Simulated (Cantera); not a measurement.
A closed system holds: 1 mol PbO, 0.91 mol CH4, 0.5 mol N2, at 0.340 bar.

These are equilibrium values from Cantera (NASA tables, ideal gas, pure condensed phases), not measurements of a reactor. Candidate condensed phases: C, C6H6, C7H8, C8H18, H2O, Pb, PbO, PbO2, Pb3O4; 139 gas species. The numbers say what is thermodynamically allowed, not how fast it happens. All values below are at 1025 °C.

Base state: H2 0.538, CO 0.273, N2 0.154, H2O 0.0215, Pb 0.00752, CO2 0.00622, CH4 1.70e-5 (mole fractions); condensed: Pb(l).

### Question
What changes in the equilibrium state with this change: CH4 from 0.91 to 1.4 mol?

### Answer
```
species            before     after
----------------  -------  --------
H2                  0.538     0.645
CO                  0.273     0.231
N2                  0.154     0.116
H2O                0.0215  0.000470
Pb                0.00752   0.00752
CH4               1.70e-5   0.00113
CO2               0.00622   9.57e-5
HCN               1.26e-6   5.55e-5
Pb(l), mol          0.976     0.967
C(graphite), mol        0     0.397
```
